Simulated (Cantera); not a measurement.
An adiabatic, constant-volume homogeneous reactor starts with CH3OH : O2 : N2 = 1 : 1.55 : 5.81 (molar parts), equivalence ratio 0.97, at 1348 K and 3.30 bar.

Model: GRI-Mech 3.0 (53 species, 325 reactions), integrated in Cantera. GRI-Mech 3.0 was tuned for natural gas; its chemistry of methanol as a main component is partial and can be far from experiment.

### Question
Predict: time of steepest temperature rise; temperature at 0.200 s; equilibrium temperature; x(O2) at 0.200 s; x(O) at 0.200 s.

### Answer
```
Item                                                                 Value
---------------------------------  ---------------------------------------
time of steepest temperature rise                                 0.388 ms
temperature at 0.200 s                                              2928 K
equilibrium temperature                                             2928 K
x(O2) at 0.200 s                     0.0216 (gas-phase equilibrium 0.0216)
x(O) at 0.200 s                    0.00462 (gas-phase equilibrium 0.00462)
```
